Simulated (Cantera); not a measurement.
A perfectly stirred reactor is fed with NO : N₂ = 1 : 0.12 (molar parts), at 13300 Pa; it is held at 1675 K, and followed from long to short residence time.

Computed with Cantera and GRI-Mech 3.0 (53 species, 325 reactions).

What does this change do: 0.046 parts H2O added?


```json
[
 {"quantity": "x(NO) at τ = 6.90 s", "before": "0.804", "after": "0.775"},
 {"quantity": "x(N₂) at τ = 6.90 s", "before": "0.151", "after": "0.144"},
 {"quantity": "x(N₂O) at τ = 6.90 s", "before": "0.000225", "after": "0.000167"},
 {"quantity": "x(O) at τ = 6.90 s", "before": "2.25e-5", "after": "2.09e-5"},
 {"quantity": "x(NO₂) at τ = 6.90 s", "before": "0.000451", "after": "0.000414"},
 {"quantity": "x(NO) at τ = 68.0 ms", "before": "0.892", "after": "0.857"},
 {"quantity": "x(N₂) at τ = 68.0 ms", "before": "0.107", "after": "0.103"},
 {"quantity": "x(N₂O) at τ = 68.0 ms", "before": "0.000184", "after": "0.000140"},
 {"quantity": "x(O) at τ = 68.0 ms", "before": "8.63e-6", "after": "4.86e-6"},
 {"quantity": "x(NO₂) at τ = 68.0 ms", "before": "0.000146", "after": "7.90e-5"}
]
```
